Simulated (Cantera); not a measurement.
Charge: 1 mol Si3N4, 0.02 mol H2O, 8.1 mol H2, 0.018 mol N2O, at 100 Pa.

Equilibrium computed with Cantera from the NASA thermochemical tables; the gas is ideal and each condensed phase is pure. Candidate condensed phases: H2O, Si, SiO2, Si2N2O, Si3N4; 35 gas species. The tables' values for SiN are old estimates; treat these amounts as uncertain. Gases not in the tables: Si2H6 and higher silanes. Rates play no part.

Task: At 1748 K, list the 6 most abundant gas species with their mole fractions, and the condensed phases.

Result: H2 0.791, N2 0.197, H 0.00643, SiO 0.00372, Si 0.00146, SiH 5.45e-5. Condensed: Si(l).
